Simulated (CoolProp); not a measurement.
Vapour-liquid equilibrium of hydrogen sulfide (1) + benzene (2) at 313.2 K; x and y are mole fractions of (1).

Computed with CoolProp (multi-fluid Helmholtz-energy mixture model, Lemmon 2006 and Thol 2012; pair parameters Bell 2016).

| x | bubble pressure (kPa) | y at the bubble point | dew pressure at overall composition x (kPa) | liquid density (mol/L) |
|---|---|---|---|---|
| 0.05 | 146.8 | 0.836 | 25.73 | 11.31 |
| 0.15 | 386.5 | 0.940 | 28.76 | 12.02 |
| 0.25 | 626.8 | 0.965 | 32.59 | 12.81 |
| 0.35 | 874.1 | 0.976 | 37.60 | 13.68 |
| 0.45 | 1133 | 0.983 | 44.41 | 14.64 |
| 0.55 | 1406 | 0.988 | 54.23 | 15.71 |
| 0.65 | 1696 | 0.991 | 69.59 | 16.89 |
| 0.75 | 2004 | 0.994 | 97.08 | 18.18 |
| 0.85 | 2329 | 0.997 | 160.4 | 19.56 |
| 0.95 | 2678 | 0.999 | 457.2 | 20.95 |

No azeotrope shows between x = 0.05 and 0.95.

The pair parameters rest on a limited set of measurements; away from them the model extrapolates.
